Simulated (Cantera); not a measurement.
**Adiabatic ignition**

An adiabatic, constant-volume homogeneous reactor starts with 6.65 % CH4, 19.5 % O2, 73.8 % N2, at 1175 K and 210000 Pa.

Cantera simulation using GRI-Mech 3.0 (53 species, 325 reactions); the numbers are that mechanism's predictions, not measurements.

```tsv
t (s)	T (K)	P (bar)	x CH4	x O2	x CH3	x H2O	x CH2
5.00e-6	1175	2.10	0.0665	0.195	3.94e-9	3.28e-11	<1e-12
1.42e-5	1175	2.10	0.0665	0.195	1.13e-8	2.17e-10	<1e-12
4.06e-5	1175	2.10	0.0665	0.195	3.29e-8	1.63e-9	<1e-12
0.000116	1175	2.10	0.0665	0.195	1.00e-7	1.42e-8	<1e-12
0.000329	1175	2.10	0.0665	0.195	3.55e-7	1.48e-7	<1e-12
0.000937	1175	2.10	0.0665	0.195	1.67e-6	1.91e-6	<1e-12
0.00267	1175	2.10	0.0665	0.195	4.96e-6	2.16e-5	<1e-12
0.00760	1176	2.10	0.0663	0.195	7.36e-6	0.000135	<1e-12
0.0216	1191	2.13	0.0644	0.194	2.36e-5	0.00185	2.79e-11
0.0616	2653	4.80	<1e-12	0.0559	<1e-12	0.122	<1e-12
0.176	2653	4.80	<1e-12	0.0559	<1e-12	0.122	<1e-12
0.500	2653	4.80	<1e-12	0.0559	<1e-12	0.122	<1e-12
```
x: mole fraction; the columns are a selection and need not sum to one.

| Quantity | Result |
|---|---|
| time of steepest temperature rise | 26.5 ms |
| temperature at 0.500 s | 2653 K |
| equilibrium temperature | 2653 K |
| x(CH4) at 0.500 s | <1e-12 (gas-phase equilibrium <1e-12) |
| x(O2) at 0.500 s | 0.0559 (gas-phase equilibrium 0.0559) |
| x(CH3) at 0.500 s | <1e-12 (gas-phase equilibrium <1e-12) |
